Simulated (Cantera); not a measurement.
Input: 1 mol Pb, 48 mol N₂, 0.21 mol CO, held at 577 °C and 0.133 bar.

Method: chemical equilibrium by Gibbs-energy minimisation in Cantera with the NASA 1993 tables (ideal gas, pure condensed phases). Candidate condensed phases: C, Pb, PbO, PbO₂, Pb₃O₄; 27 gas species. The numbers say what is thermodynamically allowed, not how fast it happens.

Base state: N₂ 0.996, CO 0.00425, CO₂ 5.19e-5 (mole fractions); condensed: C(graphite) + Pb(l).

Problem. What changes in the equilibrium state with this change: pressure from 0.133 bar to 0.320 bar?

Solution. 
| species | before | after |
|---|---|---|
| N₂ | 0.996 | 0.996 |
| CO | 0.00425 | 0.00412 |
| CO₂ | 5.19e-5 | 0.000117 |
| C(graphite), mol | 0.00250 | 0.00565 |
| Pb(l), mol | 1.000 | 1.000 |
